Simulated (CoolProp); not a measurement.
Model: reference Helmholtz-energy equation of state, Thol 2019, in CoolProp.

Question: Give the vapour pressure (kPa), liquid density (kg/m³), vapour density (kg/m³), enthalpy of vaporisation (kJ/kg) of saturated tetradecamethylhexasiloxane (MD4M) at 322.7, 377, 409.6 K.

Answer: 
```csv
T (K),p (kPa),liquid density (kg/m³),vapour density (kg/m³),enthalpy of vaporisation (kJ/kg)
322.7,0.00793,863,0.00136,166
377,0.384,810,0.0563,148
409.6,2.04,777,0.277,138
```
